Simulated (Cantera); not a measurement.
Feed: 1 mol NiS, 3.7 mol H2, held at 1200 K and 10.0 mbar.

These are equilibrium values from Cantera (NASA tables, ideal gas, pure condensed phases), not measurements of a reactor. Candidate condensed phases: Ni, NiS, NiS2, Ni3S2, Ni3S4, S; 9 gas species. Gases not in the tables: S3 to S7. Kinetics and transport are ignored.

Base state: H2 0.912, H2S 0.0862, S2 0.00180, SH 0.000148 (mole fractions); condensed: Ni3S2(l).

**Question.** What changes in the equilibrium state with this change: H2 from 3.7 to 710 mol?

**Answer.** 
```json
[
 {"species": "H2", "before": "0.912", "after": "0.999"},
 {"species": "H2S", "before": "0.0862", "after": "0.00141"},
 {"species": "SH", "before": "0.000148", "after": "2.30e-6"},
 {"species": "S2", "before": "0.00180", "after": "3.98e-7"},
 {"species": "Ni3S2(l), mol", "before": "0.333", "after": "0"},
 {"species": "Ni(s), mol", "before": "0", "after": "1.000"}
]
```
